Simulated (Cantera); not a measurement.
A closed system holds: 1 mol SiC, 0.0058 mol H₂O, 23 mol N₂, held at 1723.15 K and 0.0900 Torr.

Method: chemical equilibrium by Gibbs-energy minimisation in Cantera with the NASA 1993 tables (ideal gas, pure condensed phases). Candidate condensed phases: C, C₆H₆, C₇H₈, C₈H₁₈, H₂O, Si, SiC, SiO₂, Si₂N₂O, Si₃N₄; 151 gas species. Kinetics and transport are ignored.

Base state: N₂ 0.999, Si 0.000267, CO 0.000248, H 0.000197, H₂ 0.000140, HCN 2.52e-5 (mole fractions); condensed: SiC(s).

**Question.** What changes in the equilibrium state with this change: temperature from 1723.15 K to 1325 K?

**Answer.** 
```json
[
 {"species": "N₂", "before": "0.999", "after": "1.000"},
 {"species": "H₂", "before": "0.000140", "after": "0.000251"},
 {"species": "CO", "before": "0.000248", "after": "0.000163"},
 {"species": "Si", "before": "0.000267", "after": "2.62e-8"},
 {"species": "H", "before": "0.000197", "after": "2.36e-6"},
 {"species": "SiO", "before": "4.15e-6", "after": "1.37e-5"},
 {"species": "HCN", "before": "2.52e-5", "after": "4.17e-7"},
 {"species": "SiC(s), mol", "before": "0.994", "after": "0.996"},
 {"species": "Si₂N₂O(s), mol", "before": "0", "after": "0.00173"}
]
```
N₂ is the only nitrogen source here; it is nearly inert below about 1500 K, so the nitride shown seldom forms there in practice. Mutual solubility and eutectic melting of coexisting phases are not modelled.
